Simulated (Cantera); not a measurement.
## Stirred combustor or abatement burner

A perfectly stirred reactor is fed with CO : H2 : O2 : N2 = 1 : 0.072 : 0.744 : 6.48 (molar parts), at 3750 Torr; it is adiabatic with a 373 K inlet, and is followed from long to short residence time, starting on the burning branch (τ in s: 0.23, 0.088, 0.034, 0.013, 0.005, 0.0019, 0.00074, 0.00028, 0.00011, 4.2e-05).

Model: GRI-Mech 3.0 (53 species, 325 reactions), integrated in Cantera. The hydrogen kinetics of GRI-Mech 3.0 are dated; newer H2 mechanisms differ, most at raised pressure.

| τ (s) | T (K) | x CO | x H2 | x O2 | x H2O2 | x H | x O | x NO |
|---|---|---|---|---|---|---|---|---|
| 0.23 | 1481 | 0.000693 | 8.64e-6 | 0.0271 | 4.32e-8 | 1.73e-6 | 2.66e-5 | 2.26e-5 |
| 0.088 | 1476 | 0.00135 | 1.65e-5 | 0.0274 | 7.25e-8 | 4.25e-6 | 4.97e-5 | 2.03e-5 |
| 0.034 | 1465 | 0.00265 | 3.13e-5 | 0.0280 | 1.22e-7 | 1.02e-5 | 9.16e-5 | 1.58e-5 |
| 0.013 | 1445 | 0.00532 | 6.00e-5 | 0.0293 | 2.14e-7 | 2.33e-5 | 0.000165 | 1.07e-5 |
| 0.0050 | 1394 | 0.0119 | 0.000123 | 0.0325 | 4.27e-7 | 4.54e-5 | 0.000264 | 5.79e-6 |
| 0.0019 | 373 | 0.121 | 0.00868 | 0.0897 | <1e-12 | <1e-12 | <1e-12 | <1e-12 |
| 0.00074 | 373 | 0.121 | 0.00868 | 0.0897 | <1e-12 | <1e-12 | <1e-12 | <1e-12 |
| 0.00028 | 373 | 0.121 | 0.00868 | 0.0897 | <1e-12 | <1e-12 | <1e-12 | <1e-12 |
| 0.00011 | 373 | 0.121 | 0.00868 | 0.0897 | <1e-12 | <1e-12 | <1e-12 | <1e-12 |
| 4.2e-5 | 373 | 0.121 | 0.00868 | 0.0897 | <1e-12 | <1e-12 | <1e-12 | <1e-12 |
x: mole fraction; the columns are a selection and need not sum to one.
